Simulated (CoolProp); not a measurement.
Vapour pressure (kPa) of n-octane: the reference equation beside estimates from Tc = 295.6 °C, pc = 2484 kPa, ω = 0.398. Clausius-Clapeyron is anchored at 88.75 °C with a constant enthalpy of vaporisation of 37.18 kJ/mol.

The numbers come from the reference Helmholtz-energy equation of state, Beckmüller 2019 in CoolProp.

| T (°C) | reference | Lee-Kesler | Clausius-Clapeyron | Redlich-Kwong | Soave-Redlich-Kwong | Peng-Robinson |
|---|---|---|---|---|---|---|
| 61.75 | 11.31 | 10.99 | 11.83 | 41.64 | 11.10 | 11.54 |
| 88.75 | 32.04 | 31.58 | 32.04 | 91.87 | 31.68 | 32.29 |
| 115.85 | 76.57 | 76.35 | 75.77 | 178.0 | 76.32 | 76.68 |
| 142.85 | 159.6 | 160.3 | 159.8 | 311.3 | 160.3 | 159.5 |
| 169.85 | 299.9 | 302.2 | 307.7 | 503.6 | 303.1 | 299.9 |
| 196.95 | 520.5 | 524.3 | 550.6 | 767.1 | 528.7 | 521.8 |
| 223.95 | 845.2 | 849.7 | 923.0 | 1110 | 861.0 | 850.0 |
| 250.95 | 1305 | 1309 | 1467 | 1544 | 1329 | 1316 |

Absolute difference from the reference over all 8 rows, mean and median: Lee-Kesler 0.9 and 0.6 %, Clausius-Clapeyron 4.5 and 3.6 %, Redlich-Kwong 105.9 and 81.5 %, Soave-Redlich-Kwong 1.3 and 1.3 %, Peng-Robinson 0.6 and 0.4 %.
